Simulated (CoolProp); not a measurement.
Aqueous ammonia as a coolant, 22 % by mass, freezing at -43.2 °C, 1 atm.

Values from CoolProp's Melinder's fits for secondary coolants.

```json
[
 {"T (°C)": "-12.3", "Prandtl number": "35.5", "conductivity (W/(m K))": "0.415", "density (kg/m³)": "930.9", "cp (kJ/(kg K))": "4.252"},
 {"T (°C)": "-8.2", "Prandtl number": "29.9", "conductivity (W/(m K))": "[?]", "density (kg/m³)": "929.3", "cp (kJ/(kg K))": "4.245"},
 {"T (°C)": "-4.1", "Prandtl number": "25.5", "conductivity (W/(m K))": "0.429", "density (kg/m³)": "927.7", "cp (kJ/(kg K))": "4.240"},
 {"T (°C)": "-0.1", "Prandtl number": "[?]", "conductivity (W/(m K))": "0.436", "density (kg/m³)": "926.0", "cp (kJ/(kg K))": "4.235"},
 {"T (°C)": "4", "Prandtl number": "[?]", "conductivity (W/(m K))": "0.444", "density (kg/m³)": "[?]", "cp (kJ/(kg K))": "4.230"},
 {"T (°C)": "8.1", "Prandtl number": "[?]", "conductivity (W/(m K))": "0.451", "density (kg/m³)": "922.3", "cp (kJ/(kg K))": "4.226"},
 {"T (°C)": "12.1", "Prandtl number": "14.6", "conductivity (W/(m K))": "0.458", "density (kg/m³)": "920.4", "cp (kJ/(kg K))": "4.222"},
 {"T (°C)": "16.2", "Prandtl number": "12.9", "conductivity (W/(m K))": "0.465", "density (kg/m³)": "918.3", "cp (kJ/(kg K))": "4.219"},
 {"T (°C)": "20.2", "Prandtl number": "11.4", "conductivity (W/(m K))": "0.471", "density (kg/m³)": "916.2", "cp (kJ/(kg K))": "4.216"},
 {"T (°C)": "24.3", "Prandtl number": "10.0", "conductivity (W/(m K))": "0.478", "density (kg/m³)": "914.0", "cp (kJ/(kg K))": "4.212"}
]
```

Question: Complete the blanks.

Answer: 
- -8.2, conductivity (W/(m K)): 0.422
- -0.1, Prandtl number: 22.0
- 4, Prandtl number: 19.0
- 4, density (kg/m³): 924.2
- 8.1, Prandtl number: 16.6
